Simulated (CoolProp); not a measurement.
Properties of R407C along the isobar 4.9 bar (Tc = 86.2 °C, pc = 46.32 bar, ω = 0.363).

The numbers come from the reference Helmholtz-energy equation of state, Lemmon 2003 in CoolProp. It is a pseudo-pure fit of the blend.

| T (°C) | phase | isothermal compressibility (1/MPa) | fugacity coefficient |
|---|---|---|---|
| -22.25 | liquid | 0.002447 | 0.4321 |
| 20.95 | gas | 2.252 | 0.9197 |
| 42.55 | gas | 2.191 | 0.9382 |
| 64.15 | gas | 2.154 | 0.9515 |
| 85.75 | gas | 2.128 | 0.9612 |
| 107.35 | gas | 2.110 | 0.9686 |
| 129.05 | gas | 2.096 | 0.9744 |
| 150.65 | gas | 2.086 | 0.9789 |
| 172.25 | gas | 2.078 | 0.9826 |
| 193.85 | gas | 2.071 | 0.9855 |
